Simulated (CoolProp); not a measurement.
Dimethyl ether at 294.45 K and 0.0411 MPa is throttled through a valve to 0.0141 MPa with no heat exchange. Each further row changes one setting.

Computed with CoolProp (reference Helmholtz-energy equation of state, Wu 2011).

```csv
case,temperature change (K),final density (kg/m³)
as stated,?,0.267
outlet pressure 0.00423 MPa,?,?
outlet pressure 0.0183 MPa,?,?
```

**Question.** Complete the blanks.

**Answer.** 
- as stated, temperature change (K): -0.7
- outlet pressure 0.00423 MPa, temperature change (K): -0.9
- outlet pressure 0.00423 MPa, final density (kg/m³): 0.0799
- outlet pressure 0.0183 MPa, temperature change (K): -0.6
- outlet pressure 0.0183 MPa, final density (kg/m³): 0.346
